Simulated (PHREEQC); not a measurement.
0.025 g of hydrous ferric oxide (600 m²/g; 0.2 weak and 0.005 strong sites per Fe, Dzombak-Morel constants, diffuse double layer) in 1 kg of water with 0.005 mol/kgw of an inert sodium salt and 3.7e-06 mol BaCl2, at 25 °C; the pH is set by adding NaOH or the inert anion's acid. O2 is buffered at 0.21 atm. No CO2 enters from the air. No solid was allowed to form.

The series has 13 steps of pH, from 3 to 11.

Computed with PHREEQC (ion-association model, wateq4f.dat).

Problem. Near which pH is half of the Ba sorbed, and on which side is more sorbed?

Solution. Near pH 9.7, with more sorbed at higher pH.

The oxide is taken as insoluble; below pH 4 it would dissolve.
